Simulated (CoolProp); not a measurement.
Computed with CoolProp (reference Helmholtz-energy equation of state, Jacobsen 1992).

Task: For R11, give the phase and the viscosity (µPa s), conductivity (mW/(m K)) at 188.55 °C and 0.0697 MPa; 188.55 °C and 0.22 MPa.

Result: 
- 188.55 °C and 0.0697 MPa: gas; viscosity 16.0, conductivity 15.2
- 188.55 °C and 0.22 MPa: gas; viscosity 16.0, conductivity 15.3

Viscosity comes from a separate model (Klein 1997), an estimate that may be off by 10 % or more. Thermal conductivity comes from a separate model (McLinden 2000), an estimate that may be off by 10 % or more.
